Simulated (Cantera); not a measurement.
Input: 1 mol CH₃OH, 0.73 mol H₂O, 0.47 mol CO₂, held at 2175 K and 1.05 Torr.

Equilibrium computed with Cantera from the NASA thermochemical tables; the gas is ideal and each condensed phase is pure. Rates play no part.

```tsv
species	before	after
H₂O	0.228	0.499
H₂	0.352	0.231
CO	0.298	0.129
OH	0.00673	0.0182
CO₂	0.0371	0.0536
H	0.0774	0.0627
O₂	0.000284	0.00315
O	0.00104	0.00346
```
Gas species are given as mole fractions.

Task: Name the change that produced these shifts.
A) H₂O from 0.73 to 4.2 mol
B) temperature from 2175 K to 1500 K
C) CH₃OH replaced by C₃H₈
D) temperature from 2175 K to 2548 K

Result: A, H₂O from 0.73 to 4.2 mol
